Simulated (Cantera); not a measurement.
Charge: 1 mol CH3Cl, a varied amount of Si, 0.59 mol H2, at 1575 °C and 0.200 bar.

Method: chemical equilibrium by Gibbs-energy minimisation in Cantera with the NASA 1993 tables (ideal gas, pure condensed phases). Candidate condensed phases: C, C6H6, C7H8, C8H18, Si, SiC; 109 gas species. The tables' values for SiCl3 are old estimates; treat these amounts as uncertain. Kinetics and transport are ignored.

Task: At 0.028 mol Si, list the 4 most abundant gas species with their mole fractions, and the condensed phases.

Result: H2 0.625, HCl 0.363, SiCl2 0.00982, H 0.000937. Condensed: C(graphite).
